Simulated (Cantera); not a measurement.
Feed: 1 mol SiH2Cl2, 25 mol NH3, 32 mol N2, at 1948.15 K and 1330 Pa.

These are equilibrium values from Cantera (NASA tables, ideal gas, pure condensed phases), not measurements of a reactor. Candidate condensed phases: NH4Cl, Si, Si3N4; 28 gas species. The tables' values for SiCl, SiN are old estimates; treat these amounts as uncertain. Gases not in the tables: Si2H6 and higher silanes. Equilibrium is a limit: real reactors are often held back by kinetics, nucleation or transport.

Base state: N2 0.527, H2 0.443, HCl 0.0191, H 0.00652, SiCl2 0.00209, Si 0.00175, SiCl 0.000222, Cl 0.000210 (mole fractions); condensed: Si(l).

Task: What changes in the equilibrium state with this change: temperature from 1948.15 K to 1398 K?

Result: 
```csv
species,before,after
N2,0.527,0.526
H2,0.443,0.450
HCl,0.0191,0.0239
H,0.00652,2.75e-5
SiCl2,0.00209,3.18e-5
Si,0.00175,<1e-9
SiH,0.000103,<1e-9
"Si(l), mol",0.628,0
"Si3N4(s), mol",0,0.332
```

Task: What changes in the equilibrium state with this change: temperature from 1948.15 K to 1223.15 K?

Result: 
```json
[
 {"species": "N2", "before": "0.527", "after": "0.526"},
 {"species": "H2", "before": "0.443", "after": "0.450"},
 {"species": "HCl", "before": "0.0191", "after": "0.0240"},
 {"species": "H", "before": "0.00652", "after": "1.75e-6"},
 {"species": "SiCl2", "before": "0.00209", "after": "1.27e-6"},
 {"species": "Si", "before": "0.00175", "after": "<1e-9"},
 {"species": "SiCl", "before": "0.000222", "after": "<1e-9"},
 {"species": "SiH", "before": "0.000103", "after": "<1e-9"},
 {"species": "Si(l), mol", "before": "0.628", "after": "0"},
 {"species": "Si3N4(s), mol", "before": "0", "after": "0.333"}
]
```

Task: What changes in the equilibrium state with this change: SiH2Cl2 replaced by SiH4?

Result: 
```
species       before    after
----------  --------  -------
N2             0.527    0.527
H2             0.443    0.464
H            0.00652  0.00668
HCl           0.0191        0
SiCl2        0.00209        0
Si           0.00175  0.00175
SiCl        0.000222        0
Cl          0.000210        0
SiH2         3.47e-5  3.64e-5
Si(l), mol     0.628    0.823
```
The tables' values for SiN are old estimates; treat these amounts as uncertain.
